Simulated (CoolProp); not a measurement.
Vapour-liquid equilibrium of isobutane (1) + isobutene (2) at 331.7 K; x and y are mole fractions of (1).

Model: multi-fluid Helmholtz-energy mixture model, Bücker 2006 and Lemmon 2005; pair parameters Bell 2016, in CoolProp.

Give the bubble pressure and the first vapour's composition at x = 0.05, 0.2, 0.875. Is there an azeotrope?

x = 0.05: 0.7607 MPa, y = 0.056; x = 0.2: 0.7782 MPa, y = 0.218; x = 0.875: 0.8337 MPa, y = 0.881. No azeotrope shows between x = 0.05 and 0.95.

The pair parameters rest on a limited set of measurements; away from them the model extrapolates.
